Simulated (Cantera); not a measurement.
Input: 1 mol Si(CH₃)₄, 0.44 mol HCl, 140 mol H₂, equilibrated at 0.120 bar.

These are equilibrium values from Cantera (NASA tables, ideal gas, pure condensed phases), not measurements of a reactor. Candidate condensed phases: C, C₆H₆, C₇H₈, C₈H₁₈, Si, SiC; 109 gas species. Gases not in the tables: Si₂H₆ and higher silanes. Rates play no part.

x: gas mole fraction; n: condensed amount in mol.

```csv
T (K),x H₂,x H,x CH₄,x HCl,n C(graphite),n SiC(s)
1023,0.988,1.19e-8,0.00879,0.00303,1.72,1.000
1123,0.994,1.23e-7,0.00348,0.00302,2.49,1.000
1223,0.995,8.66e-7,0.00158,0.00301,2.77,1.000
1323,0.996,4.57e-6,0.000809,0.00301,2.88,1.000
1423,0.997,1.91e-5,0.000454,0.00301,2.93,1.000
1523,0.997,(withheld),(withheld),0.00300,2.96,1.000
1623,0.997,0.000199,0.000177,0.00300,2.96,1.000
1723,0.996,0.000525,0.000120,0.00300,2.96,1.000
1823,0.995,0.00125,8.48e-5,0.00300,2.93,1.000
1923,0.994,0.00271,6.23e-5,0.00299,2.86,0.998
2023,0.991,(withheld),(withheld),0.00298,2.74,0.993
2123,0.985,0.0103,3.64e-5,0.00296,2.54,0.973
```

Task: Complete the blanks.

Result: 
- 1523, x H: 6.66e-5
- 1523, x CH₄: 0.000274
- 2023, x H: 0.00546
- 2023, x CH₄: 4.70e-5
